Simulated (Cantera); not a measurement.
Input: 1 mol c-C4F8, 0.35 mol H2, held at 10.5 Torr.

Equilibrium computed with Cantera from the NASA thermochemical tables; the gas is ideal and each condensed phase is pure. Candidate condensed phases: C, C6H6, C7H8, C8H18; 110 gas species. Ions and electrons are included (thermal ionisation). The feed counts by its element totals alone. Equilibrium is a limit: real reactors are often held back by kinetics, nucleation or transport. All values below are at 3250 K.

Base state: F 0.693, C3 0.0915, CF 0.0912, HF 0.0692, C 0.0230, C2 0.0138, CF2 0.00919, H 0.00692 (mole fractions); condensed: gas only.

Task: What changes in the equilibrium state with this change: c-C4F8 replaced by CCl4?

Result: 
```
species   before    after
-------  -------  -------
Cl             0    0.781
H        0.00692    0.116
C3        0.0915   0.0518
F          0.693        0
CF        0.0912        0
HF        0.0692        0
HCl            0   0.0184
C2        0.0138  0.00945
C         0.0230   0.0190
CF2      0.00919        0
CCl            0  9.65e-5
```
The tables' values for CCl are old estimates; treat these amounts as uncertain.
